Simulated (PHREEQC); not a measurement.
Dissolve 0.0022 mol HF, 0.0034 mol (NH4)2SiF6 and 0.025 mol H3AsO4 per kg of water at 25 °C. Closed to the air; pH follows from the charge balance.

The numbers come from PHREEQC with the ion-association model, wateq4f.dat.

```json
[
 {"quantity": "pH", "before": "2.06", "after": "2.13"},
 {"quantity": "ionic strength (mol/kgw)", "before": "0.0196", "after": "0.0177"},
 {"quantity": "H3AsO4 (mol/kgw)", "before": "0.0150", "after": "0.0154"},
 {"quantity": "H2AsO4- (mol/kgw)", "before": "0.0100", "after": "0.00961"},
 {"quantity": "HF (mol/kgw)", "before": "0.00378", "after": "0.00679"},
 {"quantity": "SiF6-2 (mol/kgw)", "before": "0.00307", "after": "0.00254"},
 {"quantity": "SI of Chalcedony (SiO2)", "before": "+0.08", "after": "+0.22"}
]
```

Q: Name the change that produced these shifts.
A. (NH4)2SiF6 from 0.0034 to 0.034 mol/kgw
B. 0.0011 mol/kgw H3PO4 added
C. 0.00041 mol/kgw NH4HCO3 added
D. temperature from 25 to 50 °C
E. (NH4)2SiF6 replaced by K2SiO3 at the same molality

A: D, temperature from 25 to 50 °C

No solid was allowed to form. Some of these states are supersaturated (in Quartz (slow to form), Chalcedony (slow to form), for instance). Constants without temperature data keep their 25 °C values here. SiF6-2 is the database's only silicon fluoride.
